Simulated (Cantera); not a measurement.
**SiO2 + SiCl4 + H2 (oxide etching and cleaning by halides)**

Feed: 1 mol SiO2, 2.5 mol SiCl4, 47 mol H2, at 0.0578 Torr.

Equilibrium computed with Cantera from the NASA thermochemical tables; the gas is ideal and each condensed phase is pure. Candidate condensed phases: H2O, Si, SiO2; 30 gas species. Mutual solubility and eutectic melting of coexisting phases are not modelled. The tables' values for SiCl3, SiCl are old estimates; treat these amounts as uncertain. The tables hold silica as quartz up to 1696 K and as liquid above; real silica turns to tridymite and cristobalite and melts near 1996 K. Equilibrium is a limit: real reactors are often held back by kinetics, nucleation or transport.

```
T (°C)  log p H2  log p HCl  log p SiCl4  log p SiO  log p SiCl2  n SiO2(α-quartz)  n Si(s)  n SiO2(β-quartz)
------  --------  ---------  -----------  ---------  -----------  ----------------  -------  ----------------
402        -4.14      -6.72        -5.43       <-16       -10.15              1.00        0                 0
477        -4.14      -6.33        -5.45     -15.36        -8.59              1.00   0.0312                 0
552        -4.14      -5.89        -5.48     -13.14        -7.60              1.00    0.156                 0
627        -4.15      -5.54        -5.55     -11.30        -6.80                 0    0.369             1.000
702        -4.16      -5.27        -5.73      -9.75        -6.18                 0    0.598             1.000
777        -4.18      -5.11        -6.13      -8.42        -5.78                 0    0.673             0.999
852        -4.18      -5.06        -6.83      -7.27        -5.61                 0    0.588             0.982
927        -4.19      -5.06        -7.63      -6.27        -5.55                 0    0.340             0.818
1002       -4.21      -5.00        -8.38      -5.54        -5.68                 0        0                 0
1077       -4.21      -5.00        -9.04      -5.54        -5.67                 0        0                 0
1152       -4.21      -5.00        -9.64      -5.55        -5.67                 0        0                 0
1227       -4.21      -5.00       -10.17      -5.55        -5.67                 0        0                 0
1302       -4.21      -5.00       -10.66      -5.55        -5.68                 0        0                 0
1377       -4.21      -5.00       -11.11      -5.55        -5.70                 0        0                 0
```
log p: log10 of the partial pressure in bar; n: condensed amount in mol.

At 402 °C the condensed part is SiO2(α-quartz). From 477 °C to 552 °C the condensed part is Si(s) + SiO2(α-quartz). From 627 °C to 927 °C the condensed part is Si(s) + SiO2(β-quartz). From 1002 °C to 1377 °C nothing is condensed. The main Si-bearing gas is SiCl4 at 402 °C and SiO at 1377 °C.
